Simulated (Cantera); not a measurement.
Input: 1 mol C₂H₆, 5.2 mol CO₂, equilibrated at 2377 °C and 1.73 Torr.

Cantera equilibrium calculation (NASA polynomials, part measured and part estimated; ideal gas, pure solids and liquids). Candidate condensed phases: C, C₆H₆, C₇H₈, C₈H₁₈, H₂O; 110 gas species. Kinetics and transport are ignored.

Base state: CO 0.492, H 0.233, O 0.0871, H₂ 0.0569, CO₂ 0.0435, H₂O 0.0332, OH 0.0331, O₂ 0.0206 (mole fractions); condensed: gas only.

Task: What changes in the equilibrium state with this change: temperature from 2377 °C to 1752 °C?

Result: 
| species | before | after |
|---|---|---|
| CO | 0.492 | 0.550 |
| H₂O | 0.0332 | 0.159 |
| CO₂ | 0.0435 | 0.150 |
| H | 0.233 | 0.0142 |
| O | 0.0871 | 0.000156 |
| O₂ | 0.0206 | 8.54e-5 |
| OH | 0.0331 | 0.00189 |
| H₂ | 0.0569 | 0.125 |
